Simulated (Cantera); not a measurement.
An adiabatic, constant-pressure homogeneous reactor starts with 5.26 % CH4, 0.168 % C2H6, 19.8 % O2, 74.7 % N2, at 1198 K and 9.87 atm.

Computed with Cantera and GRI-Mech 3.0 (53 species, 325 reactions).

One state of this run: T (K) = 1289; x CH4 = 0.0421; x C2H6 = 0.00128; x O2 = 0.186; x HCO = 2.98e-7; x CH2CO = 8.16e-5; x NO = 9.39e-12; x HCN = <1e-12. x: mole fraction; the columns are a selection and need not sum to one.

Task: Which value of t (s) does it belong to?
A) 4.00
B) 0.000563
C) 0.00200
D) 3.55e-6

Result: C, 0.00200
